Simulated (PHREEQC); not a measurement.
# Silver or lead bath

Make-up at 25 °C: 0.048 mol Pb(NO3)2 and 0.0016 mol HNO3 per kg of water. Closed to the air; pH follows from the charge balance.

Model: ion-association model, wateq4f.dat, run in PHREEQC.

Each row changes one thing in this solution. Precipitation was switched off in this run.

| case | pH | ionic strength (mol/kgw) | NO3- (mol/kgw) | Pb+2 (mol/kgw) | PbNO3+ (mol/kgw) | Pb2OH+3 (mol/kgw) | SI of Pb(OH)2 (Pb(OH)2) | SI of Litharge (PbO) |
|---|---|---|---|---|---|---|---|---|
| as made | 2.88 | 0.117 | 0.0834 | 0.0338 | 0.0142 | 4.91e-7 | -4.31 | -8.88 |
| Pb(NO3)2 from 0.048 to 0.0096 mol/kgw | 2.85 | 0.0279 | 0.0195 | 0.00833 | 0.00127 | 2.53e-8 | -4.80 | -9.37 |
| diluted 2-fold with water | 3.17 | 0.0626 | 0.0437 | 0.0189 | 0.00510 | 2.85e-7 | -3.90 | -8.47 |
| diluted 10-fold with water | 3.84 | 0.0138 | 0.00938 | 0.00442 | 0.000380 | 6.63e-8 | -3.03 | -7.60 |
| HNO3 left out | 4.55 | 0.116 | 0.0819 | 0.0339 | 0.0141 | 2.32e-5 | -0.96 | -5.53 |
| Pb(NO3)2 from 0.048 to 0.48 mol/kgw | 2.92 | 0.771 | 0.626 | 0.145 | 0.335 | 9.78e-6 | -3.65 | -8.21 |
| HNO3 replaced by Al(NO3)3 at the same molality | 4.09 | 0.125 | 0.0864 | 0.0336 | 0.0144 | 7.80e-6 | -1.91 | -6.48 |
| temperature from 25 to 80 °C | 2.89 | 0.119 | 0.0846 | 0.0350 | 0.0131 | 5.55e-7 | -2.73 | -7.03 |
| Pb(NO3)2 from 0.048 to 0.0528 mol/kgw | 2.88 | 0.127 | 0.0909 | 0.0365 | 0.0163 | 5.79e-7 | -4.28 | -8.85 |

The ionic strength passes 0.7 mol/kgw, the rough limit of the ion-association models, in Pb(NO3)2 from 0.048 to 0.48 mol/kgw. Some of these states are supersaturated (in Gibbsite (slow to form), Boehmite (slow to form), for instance). Constants without temperature data keep their 25 °C values here.
